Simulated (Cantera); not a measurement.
Input: 1 mol CaCO₃, 0.053 mol H₂, 0.019 mol O₂, equilibrated at 3.40 mbar.

Equilibrium computed with Cantera from the NASA thermochemical tables; the gas is ideal and each condensed phase is pure. Candidate condensed phases: C, C₆H₆, C₇H₈, C₈H₁₈, Ca, CaCO₃, CaO, Ca(OH)₂, H₂O; 115 gas species. Rates play no part.

**Question.** At 1702 °C, list the 5 most abundant gas species with their mole fractions, and the condensed phases.

**Answer.** CO₂ 0.831, CO 0.0831, H₂O 0.0455, O₂ 0.0337, OH 0.00320. Condensed: CaO(s).
